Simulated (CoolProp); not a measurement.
Vapour-liquid equilibrium of propane (1) + neopentane (2) at -2.35 °C; x and y are mole fractions of (1).

Model: multi-fluid Helmholtz-energy mixture model, Lemmon 2009 and Lemmon 2006; pair parameters Bell 2016, in CoolProp.

| x | bubble pressure (MPa) | y at the bubble point | dew pressure at overall composition x (MPa) | liquid density (mol/L) |
|---|---|---|---|---|
| 0.05 | ___ | 0.162 | 0.06719 | 8.652 |
| 0.125 | 0.08745 | 0.346 | 0.07139 | 8.883 |
| 0.2 | 0.1023 | 0.487 | 0.07615 | 9.124 |
| 0.275 | 0.1190 | 0.602 | 0.08158 | 9.374 |
| 0.35 | 0.1383 | 0.697 | 0.08785 | 9.634 |
| 0.425 | 0.1610 | 0.775 | 0.09518 | 9.903 |
| 0.5 | 0.1876 | 0.838 | 0.1039 | 10.18 |
| 0.575 | 0.2185 | 0.888 | 0.1146 | 10.46 |
| 0.65 | 0.2536 | 0.926 | 0.1280 | 10.75 |
| 0.725 | ___ | 0.954 | 0.1456 | 11.04 |
| 0.8 | 0.3339 | 0.974 | ___ | 11.33 |
| 0.875 | 0.3761 | 0.987 | 0.2089 | 11.62 |
| 0.95 | 0.4166 | 0.996 | 0.2852 | 11.89 |

**Question.** What belongs in the gaps?

**Answer.** 
- 0.05, bubble pressure (MPa): 0.07368
- 0.725, bubble pressure (MPa): 0.2925
- 0.8, dew pressure at overall composition x (MPa): 0.1703

No azeotrope shows between x = 0.05 and 0.95.

Pair parameters are fitted to limited data, so mixtures are less certain than the pure fluids.
